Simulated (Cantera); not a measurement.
Input: 1 mol SiH4, 0.018 mol C2H2, 5 mol H2, at 14.3 Torr.

Cantera equilibrium calculation (NASA polynomials, part measured and part estimated; ideal gas, pure solids and liquids). Candidate condensed phases: C, C6H6, C7H8, C8H18, Si, SiC; 87 gas species. Mutual solubility and eutectic melting of coexisting phases are not modelled. Gases not in the tables: Si2H6 and higher silanes. The numbers say what is thermodynamically allowed, not how fast it happens.

Task: Which condensed phases are stable at each of these points (T (°C)): 1375, 1425, 1475, 1525, 1575, 1625, 1675, 1725, 1775, 1825, 1875, 1925, 1975?

Result: 
| T (°C) | condensed phases | Si condensed (%) |
|---|---|---|
| 1375 | Si(s) + SiC(s) | 100.0 |
| 1425 | Si(l) + SiC(s) | 100.0 |
| 1475 | Si(l) + SiC(s) | 99.9 |
| 1525 | Si(l) + SiC(s) | 99.8 |
| 1575 | Si(l) + SiC(s) | 99.7 |
| 1625 | Si(l) + SiC(s) | 99.4 |
| 1675 | Si(l) + SiC(s) | 98.9 |
| 1725 | Si(l) + SiC(s) | 98.1 |
| 1775 | Si(l) + SiC(s) | 96.6 |
| 1825 | Si(l) + SiC(s) | 94.0 |
| 1875 | Si(l) + SiC(s) | 89.8 |
| 1925 | Si(l) + SiC(s) | 82.8 |
| 1975 | Si(l) + SiC(s) | 71.5 |

At 1375 °C the condensed part is Si(s) + SiC(s). From 1425 °C to 1975 °C the condensed part is Si(l) + SiC(s).
